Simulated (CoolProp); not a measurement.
Vapour-liquid equilibrium of propane (1) + R134a (2) at 0.279 MPa; x and y are mole fractions of (1).

Computed with CoolProp (multi-fluid Helmholtz-energy mixture model, Lemmon 2009 and Tillner-Roth 1994; pair parameters Bell 2016).

```tsv
x	bubble temperature, mixture model (K)	bubble temperature, Raoult's law (K)	y, mixture model	y, Raoult's law
0.05	264.1	271.0	0.273	0.079
0.125	257.3	269.7	0.471	0.191
0.2	253.9	268.5	0.557	0.294
0.275	252.3	267.2	0.599	0.389
0.35	251.6	266.1	0.621	0.476
0.425	251.2	264.9	0.633	0.557
0.5	251.0	263.8	0.642	0.632
0.575	250.9	262.7	0.650	0.700
0.65	250.9	261.6	0.662	0.764
0.725	250.9	260.5	0.681	0.822
0.8	251.2	259.5	0.713	0.876
0.875	252.1	258.5	0.769	0.926
0.95	254.2	257.5	0.875	0.971
```

The largest gap from Raoult's law is -14.9 K in bubble temperature, at x = 0.275. y crosses x between x = 0.65 and 0.725: the model has an azeotrope there.

The pair parameters rest on a limited set of measurements; away from them the model extrapolates. With so large a gap from Raoult's law the liquid may split in two, which this calculation doesn't test in full.
